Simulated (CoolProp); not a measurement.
Vapour-liquid equilibrium of ethanol (1) + ethylbenzene (2) at 0.286 MPa; x and y are mole fractions of (1).

The numbers come from the multi-fluid Helmholtz-energy mixture model, Schroeder 2014 and Zhou 2012; pair parameters Bell 2016 in CoolProp.

```
x     bubble temperature (K)  y at the bubble point  dew temperature at overall composition x (K)  liquid density (mol/L)
----  ----------------------  ---------------------  --------------------------------------------  ----------------------
0.05                   424.8                  0.474                                         450.3                   7.169
0.2                    396.7                  0.771                                         442.3                   8.020
0.35                   389.4                  0.829                                         433.3                   8.818
0.5                    386.5                  0.854                                         422.9                   9.757
0.65                   384.6                  0.875                                         410.0                   10.94
0.8                    382.7                  0.907                                         393.1                   12.47
0.95                   380.9                  0.968                                         381.3                   14.50
```

No azeotrope shows between x = 0.05 and 0.95.

The pair parameters rest on a limited set of measurements; away from them the model extrapolates. With so large a gap from Raoult's law the liquid may split in two, which this calculation doesn't test in full.
